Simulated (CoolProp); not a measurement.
Vapour pressure (kPa) of R245ca: the reference equation beside estimates from Tc = 447.6 K, pc = 3941 kPa, ω = 0.355.

Values from CoolProp's reference Helmholtz-energy equation of state, Zhou 2016.

| T (K) | reference | Lee-Kesler | Redlich-Kwong |
|---|---|---|---|
| 316.9 | 196.8 | 196.9 | 379.2 |
| 324.4 | 251.0 | 251.6 | 459.2 |
| 331.9 | 316.1 | 317.2 | 550.5 |
| 339.5 | 394.4 | 396.2 | 655.5 |
| 347 | 485.4 | 488.0 | 772.1 |
| 354.5 | 591.5 | 594.9 | 902.4 |
| 362 | 714.2 | 718.4 | 1047 |
| 369.6 | 857.1 | 862.2 | 1209 |
| 377.1 | 1018 | 1024 | 1386 |

Absolute difference from the reference over all 9 rows, mean and median: Lee-Kesler 0.4 and 0.5 %, Redlich-Kwong 61.3 and 59.1 %.
